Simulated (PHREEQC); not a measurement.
# Hard or scaling water

Consider water at 25 °C with 0.006 mol/kgw MgCl2, 0.0025 mol/kgw CO2 and 0.0034 mol/kgw KCl. Closed to the air; pH follows from the charge balance.

Model: ion-association model, phreeqc.dat, run in PHREEQC.

This is a speciation only: nothing precipitates in the calculation.

### Question
Estimate the pH, specific conductance.

### Answer
pH 4.47; specific conductance 1830 µS/cm.

### Question
In which forms is C present?

### Answer
CO2 98 %, HCO3- 1.5 % of the C.
